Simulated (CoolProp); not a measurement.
Properties of methane along the isotherm -70.95 °C.

Computed with CoolProp (reference Helmholtz-energy equation of state, Setzmann 1991).

| p (kPa) | phase | density (kg/m³) | speed of sound (m/s) | Joule-Thomson coefficient (K/MPa) |
|---|---|---|---|---|
| 192 | gas | 1.854 | 370.9 | ___ |
| 383 | gas | 3.743 | 368.4 | ___ |
| 575 | gas | ___ | 365.9 | 9.213 |
| 767 | gas | 7.689 | 363.4 | 9.253 |
| 958 | gas | 9.732 | 360.8 | 9.291 |
| 1150 | gas | 11.84 | 358.2 | 9.328 |
| 1340 | gas | 13.99 | 355.6 | 9.363 |
| 1530 | gas | 16.21 | 353.0 | ___ |
| 1720 | gas | 18.50 | 350.4 | 9.428 |
| 1920 | gas | 20.99 | 347.5 | 9.459 |
| 2110 | gas | ___ | 344.8 | ___ |
| 2300 | gas | 25.99 | 342.0 | 9.510 |

**Question.** Complete the blanks.

**Answer.** 
- 192, Joule-Thomson coefficient (K/MPa): 9.130
- 383, Joule-Thomson coefficient (K/MPa): 9.172
- 575, density (kg/m³): 5.691
- 1530, Joule-Thomson coefficient (K/MPa): 9.396
- 2110, density (kg/m³): 23.45
- 2110, Joule-Thomson coefficient (K/MPa): 9.486
